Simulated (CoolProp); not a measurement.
Vapour-liquid equilibrium of R134a (1) + methanol (2) at 27.85 °C; x and y are mole fractions of (1).

Values from CoolProp's multi-fluid Helmholtz-energy mixture model, Tillner-Roth 1994 and de Reuck 1993; pair parameters Bell 2016.

```json
[
 {"x": "0.05", "bubble pressure (bar)": "1.407", "y at the bubble point": "0.861", "dew pressure at overall composition x (bar)": "0.2070", "liquid density (mol/L)": "23.56"},
 {"x": "0.125", "bubble pressure (bar)": "2.620", "y at the bubble point": "0.926", "dew pressure at overall composition x (bar)": "0.2246", "liquid density (mol/L)": "22.28"},
 {"x": "0.2", "bubble pressure (bar)": "3.371", "y at the bubble point": "0.943", "dew pressure at overall composition x (bar)": "0.2455", "liquid density (mol/L)": "21.09"},
 {"x": "0.275", "bubble pressure (bar)": "3.860", "y at the bubble point": "0.951", "dew pressure at overall composition x (bar)": "0.2707", "liquid density (mol/L)": "19.97"},
 {"x": "0.35", "bubble pressure (bar)": "4.205", "y at the bubble point": "0.956", "dew pressure at overall composition x (bar)": "…", "liquid density (mol/L)": "18.91"},
 {"x": "0.425", "bubble pressure (bar)": "4.482", "y at the bubble point": "0.960", "dew pressure at overall composition x (bar)": "0.3409", "liquid density (mol/L)": "17.92"},
 {"x": "0.5", "bubble pressure (bar)": "4.735", "y at the bubble point": "0.963", "dew pressure at overall composition x (bar)": "…", "liquid density (mol/L)": "16.98"},
 {"x": "0.575", "bubble pressure (bar)": "4.993", "y at the bubble point": "0.967", "dew pressure at overall composition x (bar)": "0.4609", "liquid density (mol/L)": "16.09"},
 {"x": "0.65", "bubble pressure (bar)": "5.274", "y at the bubble point": "0.971", "dew pressure at overall composition x (bar)": "…", "liquid density (mol/L)": "15.24"},
 {"x": "0.725", "bubble pressure (bar)": "5.591", "y at the bubble point": "0.975", "dew pressure at overall composition x (bar)": "0.7118", "liquid density (mol/L)": "14.44"},
 {"x": "0.8", "bubble pressure (bar)": "5.956", "y at the bubble point": "0.980", "dew pressure at overall composition x (bar)": "…", "liquid density (mol/L)": "13.66"},
 {"x": "0.875", "bubble pressure (bar)": "…", "y at the bubble point": "0.987", "dew pressure at overall composition x (bar)": "1.562", "liquid density (mol/L)": "12.92"},
 {"x": "0.95", "bubble pressure (bar)": "6.867", "y at the bubble point": "0.994", "dew pressure at overall composition x (bar)": "3.765", "liquid density (mol/L)": "12.19"}
]
```

Some entries are withheld; supply them.


- 0.35, dew pressure at overall composition x (bar): 0.3017
- 0.5, dew pressure at overall composition x (bar): 0.3919
- 0.65, dew pressure at overall composition x (bar): 0.5595
- 0.8, dew pressure at overall composition x (bar): 0.9782
- 0.875, bubble pressure (bar): 6.377

No azeotrope shows between x = 0.05 and 0.95.

The pair parameters rest on a limited set of measurements; away from them the model extrapolates. With so large a gap from Raoult's law the liquid may split in two, which this calculation doesn't test in full.
